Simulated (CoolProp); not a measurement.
Vapour-liquid equilibrium of CH2F2 (R32) (1) + dimethyl ether (2) at 286.8 K; x and y are mole fractions of (1).

Model: multi-fluid Helmholtz-energy mixture model, Tillner-Roth 1997 and Wu 2011; pair parameters Bell 2016, in CoolProp.

```
x     bubble pressure (kPa)  y at the bubble point  dew pressure at overall composition x (kPa)  liquid density (mol/L)
----  ---------------------  ---------------------  -------------------------------------------  ----------------------
0.05                  452.6                    [?]                                        433.5                   14.94
0.15                  524.8                  0.304                                        465.0                   15.32
0.25                  602.9                  0.457                                        502.0                   15.72
0.35                  684.7                  0.579                                        545.9                     [?]
0.45                  768.5                  0.676                                        598.8                   16.56
0.55                    [?]                  0.756                                        663.5                   17.00
0.65                  936.9                  0.822                                        744.1                   17.47
0.75                   1021                  0.879                                        846.2                     [?]
0.85                   1104                  0.930                                        976.6                   18.48
0.95                   1189                  0.977                                         1140                   19.04
```

**Question.** Complete the blanks.

**Answer.** 
- 0.05, y at the bubble point: 0.113
- 0.35, liquid density (mol/L): 16.13
- 0.55, bubble pressure (kPa): 852.8
- 0.75, liquid density (mol/L): 17.96

No azeotrope shows between x = 0.05 and 0.95.

The pair parameters rest on a limited set of measurements; away from them the model extrapolates.
